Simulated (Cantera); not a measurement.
Cantera run:

```python
import numpy as np
import cantera as ct

gas_names = """
    C CH CH2 CH3 CH4 C2 C2H C2H2,acetylene C2H2,vinylidene C2H3,vinyl C2H4 C2H5 C2H6 C3 C3H3,propargyl
    C3H4,allene C3H4,propyne C3H4,cyclo- C3H5,allyl C3H6,propylene C3H6,cyclo- C3H7,n-propyl
    C3H7,i-propyl C3H8 C4 C4H2 C4H4,1,3-cyclo- C4H6,butadiene C4H6,2-butyne C4H6,cyclo- C4H8,1-butene
    C4H8,cis2-buten C4H8,tr2-butene C4H8,isobutene C4H8,cyclo- C4H9,n-butyl C4H9,i-butyl C4H9,s-butyl
    C4H9,t-butyl C4H10,isobutane C4H10,n-butane C5 C5H6,1,3cyclo- C5H8,cyclo- C5H10,1-pentene
    C5H10,cyclo- C5H11,pentyl C5H11,t-pentyl C5H12,n-pentane C5H12,i-pentane CH3C(CH3)2CH3 C6H2
    C6H5,phenyl C6H6 C6H10,cyclo- C6H12,1-hexene C6H12,cyclo- C6H13,n-hexyl C7H7,benzyl C7H8
    C7H14,1-heptene C7H15,n-heptyl C7H16,n-heptane C8H8,styrene C8H10,ethylbenz C8H16,1-octene
    C8H17,n-octyl C8H18,isooctane C8H18,n-octane C9H19,n-nonyl C10H8,naphthale C10H21,n-decyl
    C12H9,o-bipheny C12H10,bipheny H H2 Ti
""".split()
cond_names = """
    C(gr) C6H6(L) C7H8(L) C8H18(L),n-octa Ti(a) Ti(b) Ti(L) TiC(s) TiC(L)
""".split()


def load(file, names, dense=False):
    # The tables refer to 1 bar. Condensed volumes are neglected.
    table = {s.name: s for s in ct.Species.list_from_file(file)}
    out = []
    for n in names:
        d = dict(table[n].input_data)
        d["thermo"] = dict(d["thermo"], **{"reference-pressure": 1e5})
        if dense:
            d["equation-of-state"] = {"model": "constant-volume", "density": "1e6 g/cm^3"}
        out.append(ct.Species.from_dict(d))
    return out


gas = ct.Solution(thermo="ideal-gas", species=load("nasa_gas.yaml", gas_names))
cond = {s.name: ct.Solution(thermo="fixed-stoichiometry", species=[s], name=s.name)
        for s in load("nasa_condensed.yaml", cond_names, dense=True)}
atoms = {
    'TiC': {'Ti': 1, 'C': 1},
    'C': {'C': 1},
    'H2': {'H': 2},
}
top_T = {'C(gr)': 4500}  # K; cautious upper limits of use, not melting points


def equilibrate(T, P, feed):
    n = {}
    for name, mol in feed.items():
        for a, k in atoms[name].items():
            n[a] = n.get(a, 0.0) + k * mol
    gas.TPX = T, P, n
    mass = sum(n.values()) * gas.mean_molecular_weight
    gas.equilibrate("TP")
    valid = [c for c in cond.values() if c.min_temp <= T <= top_T.get(c.name, c.max_temp)]
    mix = ct.Mixture([(gas, mass / gas.mean_molecular_weight)] + [(c, 0.0) for c in valid])
    mix.T, mix.P = T, P
    mix.equilibrate("TP", solver="vcs", rtol=1e-11, max_steps=5000)
    return mix


results = []
feed = {'TiC': 1, 'C': 0.013, 'H2': 0.016}  # mol
P = 15000  # Pa
for T in [1950, 2050, 2150, 2250, 2350, 2450, 2550, 2650]:
    mix = equilibrate(T, P, feed)
    results.append((T, P, feed, dict(zip(mix.species_names, mix.species_moles))))
    x = sorted(zip(gas.X, gas.species_names), reverse=True)
    print(f"T = {T:g} K  P = {P:g} Pa  gas = {mix.phase_moles(0):.4g} mol")
    print("   x: " + "  ".join(f"{s} {v:.3e}" for v, s in x if v > 1e-05))
    print("   condensed (mol): " + ("  ".join(f"{mix.phase(i).name} {mix.phase_moles(i):.4g}"
          for i in range(1, mix.n_phases) if mix.phase_moles(i) > 1e-12) or "none"))
```

Output:

```
T = 1950 K  P = 15000 Pa  gas = 0.01602 mol
   x: H2 9.964e-01  H 2.954e-03  C2H2,acetylene 5.446e-04  CH4 7.246e-05
   condensed (mol): C(gr) 0.01298  TiC(s) 1
T = 2050 K  P = 15000 Pa  gas = 0.01605 mol
   x: H2 9.930e-01  H 5.837e-03  C2H2,acetylene 1.054e-03  CH4 5.517e-05
   condensed (mol): C(gr) 0.01297  TiC(s) 1
T = 2150 K  P = 15000 Pa  gas = 0.01609 mol
   x: H2 9.872e-01  H 1.082e-02  C2H2,acetylene 1.912e-03  CH4 4.293e-05
   condensed (mol): C(gr) 0.01294  TiC(s) 1
T = 2250 K  P = 15000 Pa  gas = 0.01615 mol
   x: H2 9.777e-01  H 1.896e-02  C2H2,acetylene 3.273e-03  CH4 3.393e-05  CH3 1.248e-05
   condensed (mol): C(gr) 0.01289  TiC(s) 1
T = 2350 K  P = 15000 Pa  gas = 0.01626 mol
   x: H2 9.630e-01  H 3.160e-02  C2H2,acetylene 5.313e-03  CH4 2.707e-05  CH3 1.652e-05  C4H2 1.203e-05
   condensed (mol): C(gr) 0.01283  TiC(s) 1
T = 2450 K  P = 15000 Pa  gas = 0.01641 mol
   x: H2 9.413e-01  H 5.033e-02  C2H2,acetylene 8.212e-03  C4H2 2.953e-05  C2H 2.829e-05  CH4 2.166e-05  CH3 2.107e-05
   condensed (mol): C(gr) 0.01273  TiC(s) 1
T = 2550 K  P = 15000 Pa  gas = 0.01664 mol
   x: H2 9.108e-01  H 7.686e-02  C2H2,acetylene 1.211e-02  C2H 8.144e-05  C4H2 6.664e-05  CH3 2.587e-05  Ti 2.079e-05  CH4 1.725e-05  C2H2,vinylidene 1.114e-05
   condensed (mol): C(gr) 0.01259  TiC(s) 1
T = 2650 K  P = 15000 Pa  gas = 0.01696 mol
   x: H2 8.695e-01  H 1.129e-01  C2H2,acetylene 1.707e-02  C2H 2.145e-04  C4H2 1.390e-04  Ti 6.465e-05  CH3 3.054e-05  C3 2.983e-05  C2H2,vinylidene 2.144e-05  CH4 1.356e-05
   condensed (mol): C(gr) 0.0124  TiC(s) 1
```

These are equilibrium values from Cantera (NASA tables, ideal gas, pure condensed phases), not measurements of a reactor. TiC: taken at fixed stoichiometry.
